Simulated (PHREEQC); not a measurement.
Make-up at 85 °C: 0.0026 mol CuSO4 and 0.002 mol NaHCO3 per kg of water. Closed to the air; pH follows from the charge balance.

Model: ion-association model, wateq4f.dat, run in PHREEQC.

No solid was allowed to form.

### Question
What pH does the model give?

### Answer
pH 5.72.

### Question
In which forms is C present?

### Answer
CO2 74 %, HCO3- 19 %, CuHCO3+ 5.0 %, CuCO3 1.9 % of the C.

The solution is supersaturated, for example in Malachite, Cu(OH)2, so a real one may precipitate; this is no full list. Species that the database lacks are ignored. At this temperature some constants are extrapolated from 25 °C, and those without enthalpy data are left unchanged.
